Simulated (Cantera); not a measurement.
Feed: 1 mol V2O3, 32 mol H2, 0.085 mol H2O, at 0.000310 bar.

These are equilibrium values from Cantera (NASA tables, ideal gas, pure condensed phases), not measurements of a reactor. Candidate condensed phases: H2O, V, VO, V2O3, V2O4, V2O5; 12 gas species. Mutual solubility and eutectic melting of coexisting phases are not modelled. VO: taken at fixed stoichiometry. Condensed phases not in the tables: the oxides between V2O3 and V2O5 other than VO2. The numbers say what is thermodynamically allowed, not how fast it happens. All values below are at 1377 °C.

Base state: H2 0.987, H2O 0.00769, H 0.00513, VO2 5.74e-5 (mole fractions); condensed: VO(s) + V2O3(s).

### Question
What changes in the equilibrium state with this change: pressure from 0.000310 bar to 0.00200 bar?

### Answer
| species | before | after |
|---|---|---|
| H2 | 0.987 | 0.990 |
| H2O | 0.00769 | 0.00771 |
| H | 0.00513 | 0.00202 |
| VO2 | 5.74e-5 | 8.90e-6 |
| VO(s), mol | 0.326 | 0.326 |
| V2O3(s), mol | 0.836 | 0.837 |
